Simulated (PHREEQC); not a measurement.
1 kg of water meets 20 L of dry gas (CO2 1 by moles) at fixed total pressure, at 80 °C; fugacities by Peng-Robinson. The gases take part in no redox reaction, some water evaporates into the gas, and hydrates or a liquid gas phase aren't modelled. No solid was allowed to form.

All values are PHREEQC results (ion-association model, phreeqc.dat), not measurements.

| P (atm) | dissolved CO2 (all carbonate carbon) (mol/kgw) | φ of CO2 | pH |
|---|---|---|---|
| 2 | 0.0193 | 0.994 | 4.03 |
| 5 | 0.0565 | 0.984 | 3.79 |
| 10 | … | 0.968 | … |
| 20 | 0.232 | … | 3.49 |
| 30 | 0.340 | 0.907 | 3.41 |
| 40 | 0.439 | 0.877 | … |
| 50 | 0.531 | 0.848 | 3.31 |
| 75 | … | 0.780 | 3.24 |
| 100 | 0.876 | 0.717 | 3.20 |
| 150 | 1.07 | 0.609 | 3.15 |
| 200 | 1.18 | 0.533 | 3.12 |
| 300 | 1.32 | 0.447 | 3.08 |
| 400 | 1.43 | 0.406 | 3.04 |

**Question.** Some entries are withheld; supply them.

**Answer.** 
- 10, dissolved CO2 (all carbonate carbon) (mol/kgw): 0.117
- 10, pH: 3.64
- 20, φ of CO2: 0.937
- 40, pH: 3.35
- 75, dissolved CO2 (all carbonate carbon) (mol/kgw): 0.726

Constants without temperature data keep their 25 °C values here.
